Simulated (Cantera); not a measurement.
Input: 1 mol trisilylamine, 72 mol N2, equilibrated at 1898 K and 750 Torr.

Method: chemical equilibrium by Gibbs-energy minimisation in Cantera with the NASA 1993 tables (ideal gas, pure condensed phases). Candidate condensed phases: Si, Si3N4; 18 gas species. The feed counts by its element totals alone. The numbers say what is thermodynamically allowed, not how fast it happens.

**Question.** What is the equilibrium state?

**Answer.** 
```json
{
  "x(N2)": "0.940",
  "x(H2)": "0.0599",
  "x(H)": "0.000191",
  "x(Si)": "1.50e-6",
  "n(Si3N4(s))": "1.000 mol",
  "gas_amount": "75.01 mol",
  "log10 activity of Si(l) (absent)": "-0.91"
}
```
